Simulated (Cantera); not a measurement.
Charge: 1 mol AlN, 0.29 mol H2, at 1775 K.

Equilibrium computed with Cantera from the NASA thermochemical tables; the gas is ideal and each condensed phase is pure. Candidate condensed phases: Al, AlN; 13 gas species. The numbers say what is thermodynamically allowed, not how fast it happens.

Question: At 0.390 Torr, list the 5 most abundant gas species with their mole fractions, and the condensed phases.

Answer: H2 0.878, Al 0.0728, N2 0.0368, H 0.0119, AlH 0.000759. Condensed: AlN(s).
